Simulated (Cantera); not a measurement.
Cantera run, input and output.

```python
import numpy as np
import cantera as ct

gas = ct.Solution("gri30.yaml")
gas.TPX = 1150, 59000, {'H2': 0.69, 'O2': 1, 'N2': 20}
inlet = ct.Reservoir(gas, clone=True)

reactor = ct.IdealGasConstPressureReactor(gas, energy="off", clone=False)
exhaust = ct.Reservoir(gas, clone=True)
tau = [0.33, 0.17, 0.088, 0.046, 0.024, 0.012, 0.0065, 0.0034, 0.0018][0]
for a, b in ((inlet, reactor), (reactor, exhaust)):
    ct.MassFlowController(a, b, mdot=lambda t: reactor.mass / tau)
net = ct.ReactorNet([reactor])
show = ['H2', 'O2', 'NO2', 'H2O', 'H2O2']

rows = []
print(f"{'tau/s':>10s}{'T/K':>9s}" + "".join(f"{s:>11s}" for s in show))
for tau in [0.33, 0.17, 0.088, 0.046, 0.024, 0.012, 0.0065, 0.0034, 0.0018]:
    net.initial_time = 0.0
    net.advance(30 * tau)
    before = gas.X
    net.advance(40 * tau)
    drift = np.max(np.abs(gas.X - before) / (gas.X + 1e-9))
    rows.append([gas.T, *gas[show].X, drift])
    print(f"{tau:10.3e}{gas.T:9.1f}" + "".join(f"{x:11.3e}" for x in gas[show].X))
```

Result:

```
     tau/s      T/K         H2         O2        NO2        H2O       H2O2
 3.300e-01   1150.0  1.352e-04  3.072e-02  9.734e-10  3.215e-02  2.809e-07
 1.700e-01   1150.0  2.047e-04  3.074e-02  6.600e-10  3.207e-02  3.653e-07
 8.800e-02   1150.0  3.060e-04  3.077e-02  4.929e-10  3.194e-02  4.618e-07
 4.600e-02   1150.0  4.506e-04  3.082e-02  4.044e-10  3.177e-02  5.664e-07
 2.400e-02   1150.0  6.586e-04  3.089e-02  3.526e-10  3.151e-02  6.773e-07
 1.200e-02   1150.0  9.794e-04  3.101e-02  3.148e-10  3.111e-02  7.969e-07
 6.500e-03   1150.0  1.384e-03  3.117e-02  2.870e-10  3.059e-02  8.976e-07
 3.400e-03   1150.0  1.987e-03  3.142e-02  2.590e-10  2.980e-02  9.908e-07
 1.800e-03   1150.0  2.826e-03  3.180e-02  2.305e-10  2.866e-02  1.060e-06
```

Computed with Cantera and GRI-Mech 3.0 (53 species, 325 reactions).
